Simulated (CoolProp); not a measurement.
Computed with CoolProp (reference Helmholtz-energy equation of state, Leachman 2009).

**Question.** Give the vapour pressure (kPa), enthalpy of vaporisation (kJ/kg), vapour Z, vapour viscosity (µPa s) of saturated normal hydrogen at 25.6, 28.1 K.

**Answer.** 
| T (K) | p (kPa) | enthalpy of vaporisation (kJ/kg) | vapour Z | vapour viscosity (µPa s) |
|---|---|---|---|---|
| 25.6 | 364 | 401 | 0.782 | 1.32 |
| 28.1 | 584 | 354 | 0.701 | 1.51 |

Viscosity comes from a separate model (Muzny 2013).
